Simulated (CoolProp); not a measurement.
Vapour-liquid equilibrium of propane (1) + isohexane (2) at 11.25 °C; x and y are mole fractions of (1).

Values from CoolProp's multi-fluid Helmholtz-energy mixture model, Lemmon 2009 and Lemmon 2006; pair parameters Bell 2016.

```json
[
 {"x": "0.05", "bubble pressure, mixture model (kPa)": "46.97", "bubble pressure, Raoult's law (kPa)": "47.67", "y, mixture model": "0.681", "y, Raoult's law": "0.692"},
 {"x": "0.125", "bubble pressure, mixture model (kPa)": "94.09", "bubble pressure, Raoult's law (kPa)": "95.96", "y, mixture model": "0.849", "y, Raoult's law": "0.859"},
 {"x": "0.2", "bubble pressure, mixture model (kPa)": "141.1", "bubble pressure, Raoult's law (kPa)": "144.3", "y, mixture model": "0.905", "y, Raoult's law": "0.914"},
 {"x": "0.275", "bubble pressure, mixture model (kPa)": "187.9", "bubble pressure, Raoult's law (kPa)": "192.6", "y, mixture model": "0.934", "y, Raoult's law": "0.942"},
 {"x": "0.35", "bubble pressure, mixture model (kPa)": "234.6", "bubble pressure, Raoult's law (kPa)": "240.9", "y, mixture model": "0.951", "y, Raoult's law": "0.958"},
 {"x": "0.425", "bubble pressure, mixture model (kPa)": "281.3", "bubble pressure, Raoult's law (kPa)": "289.1", "y, mixture model": "0.962", "y, Raoult's law": "0.969"},
 {"x": "0.5", "bubble pressure, mixture model (kPa)": "328.0", "bubble pressure, Raoult's law (kPa)": "337.4", "y, mixture model": "0.971", "y, Raoult's law": "0.977"},
 {"x": "0.575", "bubble pressure, mixture model (kPa)": "375.0", "bubble pressure, Raoult's law (kPa)": "385.7", "y, mixture model": "0.977", "y, Raoult's law": "0.983"},
 {"x": "0.65", "bubble pressure, mixture model (kPa)": "422.3", "bubble pressure, Raoult's law (kPa)": "434.0", "y, mixture model": "0.983", "y, Raoult's law": "0.988"},
 {"x": "0.725", "bubble pressure, mixture model (kPa)": "470.3", "bubble pressure, Raoult's law (kPa)": "482.3", "y, mixture model": "0.987", "y, Raoult's law": "0.991"},
 {"x": "0.8", "bubble pressure, mixture model (kPa)": "519.3", "bubble pressure, Raoult's law (kPa)": "530.6", "y, mixture model": "0.991", "y, Raoult's law": "0.994"},
 {"x": "0.875", "bubble pressure, mixture model (kPa)": "569.8", "bubble pressure, Raoult's law (kPa)": "578.9", "y, mixture model": "0.995", "y, Raoult's law": "0.997"},
 {"x": "0.95", "bubble pressure, mixture model (kPa)": "622.6", "bubble pressure, Raoult's law (kPa)": "627.2", "y, mixture model": "0.998", "y, Raoult's law": "0.999"}
]
```

The largest gap from Raoult's law is -2.8 % in bubble pressure, at x = 0.575. No azeotrope shows between x = 0.05 and 0.95.

The pair parameters rest on a limited set of measurements; away from them the model extrapolates.
